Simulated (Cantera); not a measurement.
Charge: 1 mol N2O, 0.021 mol O2, 3.8 mol H2, at 1323 K and 510000 Pa.

Equilibrium computed with Cantera from the NASA thermochemical tables; the gas is ideal and each condensed phase is pure. Candidate condensed phases: H2O; 24 gas species. Rates play no part.

What is the equilibrium state?


| Quantity | Value |
|---|---|
| x(H2) | 0.574 |
| x(H2O) | 0.217 |
| x(N2) | 0.208 |
| x(NH3) | 0.000115 |
| gas amount | 4.799 mol |
